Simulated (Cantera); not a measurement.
# Thermodynamics of carbothermic reduction, feed CuO + CH4 + N2

Feed: 1 mol CuO, 1.5 mol CH4, 0.57 mol N2, equilibrated at 0.000280 bar.

Method: chemical equilibrium by Gibbs-energy minimisation in Cantera with the NASA 1993 tables (ideal gas, pure condensed phases). Candidate condensed phases: C, C6H6, C7H8, C8H18, Cu, CuO, Cu(OH)2, Cu2O, H2O; 139 gas species. Rates play no part.

From 900 °C to 1000 °C the condensed part is C(graphite) + Cu(s). From 1100 °C to 1300 °C the condensed part is C(graphite) + Cu(l). From 1400 °C to 2200 °C the condensed part is C(graphite). The main Cu-bearing gas is Cu throughout.

| T (°C) | x H2 | x H | x CO | x Cu | x N2 | x HCN | n C(graphite) | n Cu(s) | n Cu(l) |
|---|---|---|---|---|---|---|---|---|---|
| 900 | 0.656 | 5.71e-6 | 0.219 | 2.04e-5 | 0.125 | 1.57e-5 | 0.500 | 1.000 | 0 |
| 1000 | 0.656 | 3.45e-5 | 0.219 | 0.000294 | 0.125 | 4.57e-5 | 0.500 | 0.999 | 0 |
| 1100 | 0.654 | 0.000161 | 0.218 | 0.00282 | 0.124 | 0.000113 | 0.499 | 0 | 0.987 |
| 1200 | 0.644 | 0.000607 | 0.215 | 0.0185 | 0.122 | 0.000244 | 0.499 | 0 | 0.914 |
| 1300 | 0.592 | 0.00187 | 0.198 | 0.0947 | 0.113 | 0.000446 | 0.498 | 0 | 0.521 |
| 1400 | 0.534 | 0.00498 | 0.179 | 0.179 | 0.102 | 0.000735 | 0.495 | 0 | 0 |
| 1500 | 0.528 | 0.0124 | 0.178 | 0.178 | 0.101 | 0.00124 | 0.492 | 0 | 0 |
| 1600 | 0.516 | 0.0277 | 0.177 | 0.177 | 0.0999 | 0.00196 | 0.487 | 0 | 0 |
| 1700 | 0.493 | 0.0566 | 0.174 | 0.174 | 0.0979 | 0.00291 | 0.479 | 0 | 0 |
| 1800 | 0.454 | 0.106 | 0.170 | 0.170 | 0.0948 | 0.00404 | 0.468 | 0 | 0 |
| 1900 | 0.395 | 0.181 | 0.163 | 0.163 | 0.0902 | 0.00521 | 0.454 | 0 | 0 |
| 2000 | 0.317 | 0.282 | 0.154 | 0.154 | 0.0844 | 0.00619 | 0.438 | 0 | 0 |
| 2100 | 0.227 | 0.398 | 0.144 | 0.144 | 0.0779 | 0.00674 | 0.417 | 0 | 0 |
| 2200 | 0.144 | 0.505 | 0.134 | 0.134 | 0.0718 | 0.00672 | 0.378 | 0 | 0 |
x: gas mole fraction; n: condensed amount in mol.
